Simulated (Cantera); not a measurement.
Cantera with NASA thermochemical tables; ideal gases at 1 bar, condensed phases pure. Values are per mole of reaction as written; species without (g) are pure solids or liquids, kept so even where they would boil at 1 bar.

C6H6(g) + 6 N(g) → 6 HCN(g)

```csv
T (K),ΔH° (kJ),ΔS° (J/K),ΔG° (kJ),log10 K
1448,-2138.5,-9.3,-2125.0,76.65
1548,-2141.9,-11.6,-2123.9,71.67
1648,-2145.3,-13.8,-2122.6,67.28
1748,-2148.7,-15.8,-2121.2,63.38
1848,-2152.1,-17.6,-2119.5,59.91
1948,-2155.4,-19.4,-2117.6,56.78
2048,-2158.7,-21.0,-2115.6,53.96
2148,-2161.9,-22.6,-2113.4,51.39
2248,___,___,___,___
2348,___,___,___,___
2448,-2171.3,-26.7,-2106.0,44.94
```

Task: Some entries are withheld; supply them.

Result: 
- 2248, ΔH° (kJ): -2165.1
- 2248, ΔS° (J/K): -24.0
- 2248, ΔG° (kJ): -2111.1
- 2248, log10 K: 49.05
- 2348, ΔH° (kJ): -2168.2
- 2348, ΔS° (J/K): -25.4
- 2348, ΔG° (kJ): -2108.6
- 2348, log10 K: 46.91
